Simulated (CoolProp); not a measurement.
Saturation properties of carbonyl sulfide.

The numbers come from the reference Helmholtz-energy equation of state, Lemmon 2006 in CoolProp. It is a short technical equation, of lower accuracy than the large ones.

| T (K) | p (bar) | vapour density (kg/m³) | surface tension (mN/m) |
|---|---|---|---|
| 171.9 | 0.04196 | 0.1768 | 30.9 |
| 175.7 | 0.05721 | 0.2361 | 30.1 |
| 179.5 | 0.07687 | 0.3108 | 29.4 |
| 183.2 | 0.1011 | 0.4009 | 28.6 |
| 187 | 0.1323 | 0.5144 | 27.8 |
| 190.8 | 0.1709 | 0.6524 | 27.0 |
| 194.5 | 0.2170 | 0.8138 | 26.3 |
| 198.3 | 0.2744 | 1.011 | 25.5 |
| 202.1 | 0.3435 | 1.245 | 24.8 |
| 205.8 | 0.4237 | 1.511 | 24.1 |

It boils at 223.0 K under 1 atm.

Surface tension comes from a separate correlation (Mulero 2012).
